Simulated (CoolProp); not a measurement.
Properties of R365MFC along the isotherm 500 K (Tc = 460.0 K, pc = 3266 kPa, ω = 0.377).

Model: reference Helmholtz-energy equation of state, Lemmon 2016, in CoolProp.

```csv
p (kPa),phase,Joule-Thomson coefficient (K/MPa),isothermal compressibility (1/MPa)
680,gas,6.369,1.565
1360,gas,6.823,0.8412
2040,gas,…,0.6097
2720,gas,7.938,0.5034
3400,supercritical,…,0.4497
4080,supercritical,9.053,…
4760,supercritical,9.225,…
5440,supercritical,…,…
6120,supercritical,…,0.2425
6800,supercritical,…,0.1357
7490,supercritical,2.686,0.08780
8170,supercritical,2.068,0.06390
```

### Question
Complete the blanks.

### Answer

- 2040, Joule-Thomson coefficient (K/MPa): 7.350
- 3400, Joule-Thomson coefficient (K/MPa): 8.541
- 4080, isothermal compressibility (1/MPa): 0.4267
- 4760, isothermal compressibility (1/MPa): 0.4273
- 5440, Joule-Thomson coefficient (K/MPa): 8.227
- 5440, isothermal compressibility (1/MPa): 0.3992
- 6120, Joule-Thomson coefficient (K/MPa): 5.655
- 6800, Joule-Thomson coefficient (K/MPa): 3.745
